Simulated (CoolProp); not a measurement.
m-xylene along the isobar 0.101 MPa: density (kg/m³) from the reference equation and from simpler models built on Tc = 616.9 K, pc = 3.535 MPa, ω = 0.326; each cubic takes its own stable root.

Values from CoolProp's reference Helmholtz-energy equation of state, Zhou 2012.

| T (K) | phase | reference | van der Waals | Redlich-Kwong | Peng-Robinson |
|---|---|---|---|---|---|
| 277.9 | liquid | 877.2 | 492.6 | 733.2 | 842.6 |
| 286.8 | liquid | 869.6 | 488.9 | 727.3 | 837.5 |
| 295.7 | liquid | 862.0 | 485.2 | 721.2 | 832.2 |
| 304.6 | liquid | 854.4 | 481.3 | 715.0 | 826.7 |
| 313.5 | liquid | 846.6 | 4.291 | 708.7 | 821.0 |
| 322.4 | liquid | 838.9 | 4.161 | 702.1 | 815.1 |
| 331.3 | liquid | 831.0 | 4.040 | 695.4 | 809.0 |
| 340.2 | liquid | 823.1 | 3.925 | 688.5 | 802.7 |
| 349.1 | liquid | 815.1 | 3.818 | 681.5 | 796.2 |
| 358 | liquid | 807.0 | 3.716 | 674.2 | 789.4 |
| 366.9 | liquid | 798.8 | 3.619 | 666.7 | 782.3 |
| 375.8 | liquid | 790.5 | 3.528 | 659.0 | 775.0 |
| 384.7 | liquid | 782.1 | 3.441 | 3.481 | 767.4 |

At some of these states van der Waals, Redlich-Kwong gives the other phase, because its saturation line lies elsewhere.
